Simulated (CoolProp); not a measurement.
Vapour-liquid equilibrium of CHF3 (R23) (1) + R125 (2) at 0.169 MPa; x and y are mole fractions of (1).

The numbers come from the multi-fluid Helmholtz-energy mixture model, Penoncello 2003 and Lemmon 2005; pair parameters Bell 2016 in CoolProp.

```csv
x,"bubble temperature, mixture model (°C)","bubble temperature, Raoult's law (°C)","y, mixture model","y, Raoult's law"
0.05,-40.6,-41.0,…,0.202
0.15,…,-47.4,…,0.472
0.25,…,-52.5,0.617,0.639
0.35,-56.4,-56.7,…,0.749
0.45,…,-60.2,0.813,0.825
0.55,-63.1,-63.1,0.870,0.879
0.65,-65.7,-65.7,…,0.919
0.75,-68.0,-68.0,0.944,0.950
0.85,-70.0,-70.0,0.969,0.973
0.95,-71.8,-71.8,0.991,0.992
```

Question: Fill in the missing entries.

Answer: 
- 0.05, y, mixture model: 0.179
- 0.15, bubble temperature, mixture model (°C): -46.8
- 0.15, y, mixture model: 0.443
- 0.25, bubble temperature, mixture model (°C): -52.0
- 0.35, y, mixture model: 0.733
- 0.45, bubble temperature, mixture model (°C): -60.0
- 0.65, y, mixture model: 0.912

The largest gap from Raoult's law is +0.6 K in bubble temperature, at x = 0.15. No azeotrope shows between x = 0.05 and 0.95.

The pair parameters rest on a limited set of measurements; away from them the model extrapolates.
